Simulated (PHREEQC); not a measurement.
A solution holds 0.0031 mol/kgw NiSO4 and 0.15 mol/kgw KNO3, at 59 °C. Closed to the air; pH follows from the charge balance.

The numbers come from PHREEQC with the ion-association model, wateq4f.dat.

Each row changes one thing in this solution. Precipitation was switched off in this run.

```csv
case,pH,ionic strength (mol/kgw)
as made,5.98,0.160
KNO3 left out,5.92,0.00983
NiSO4 from 0.0031 to 0.00031 mol/kgw,6.33,0.151
diluted 5-fold with water,6.19,0.0322
NiSO4 left out,6.50,0.150
```

Constants without temperature data keep their 25 °C values here.
